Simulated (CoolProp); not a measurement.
The numbers come from the reference Helmholtz-energy equation of state, Thol 2015 in CoolProp.

For octamethylcyclotetrasiloxane (D4), give the phase and the density (kg/m³), cp (kJ/(kg K)), cv (kJ/(kg K)), speed of sound (m/s) at 47.75 °C and 101 kPa; 85.15 °C and 101 kPa; 122.55 °C and 101 kPa.


- 47.75 °C and 101 kPa: liquid; density 925, cp 1.71, cv 1.42, speed of sound 841
- 85.15 °C and 101 kPa: liquid; density 881, cp 1.78, cv 1.50, speed of sound 723
- 122.55 °C and 101 kPa: liquid; density 836, cp 1.87, cv 1.59, speed of sound 612
